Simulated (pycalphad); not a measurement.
Freezing of Mg-Si alloys with rising Si

Source of the numbers: pycalphad with the COST 507 light-alloy database (1999); pressure 1 atm. These are 1990s assessments: newer ones move some temperatures and phases. Phase fractions are per mole of atoms.

Scheil-Gulliver runs (no diffusion in the solid, steps of 4 K) beside full equilibrium.

```
alloy              liquidus (K)  Scheil, half solid (K)  Scheil, 80 % solid (K)  Scheil, invariant end (K)  liquid left at that end  equilibrium solidus (K)
-----------------  ------------  ----------------------  ----------------------  -------------------------  -----------------------  -----------------------
Mg-11.94Si (wt.%)          1172    at the invariant end    at the invariant end                        912                     0.71                      912
Mg-15.83Si (wt.%)          1222    at the invariant end    at the invariant end                        912                     0.60                      912
Mg-23.5Si (wt.%)           1297                    1140    at the invariant end                        912                     0.38                      912
Mg-45.56Si (wt.%)           [?]                     [?]    at the invariant end                       1217                      [?]                     1217
Mg-59.53Si (wt.%)          1257    at the invariant end    at the invariant end                       1217                     0.96                     1217
```

Problem. Fill in the missing entries.

Solution. 
- Mg-45.56Si (wt.%), liquidus (K): 1324
- Mg-45.56Si (wt.%), Scheil, half solid (K): 1255
- Mg-45.56Si (wt.%), liquid left at that end: 0.42
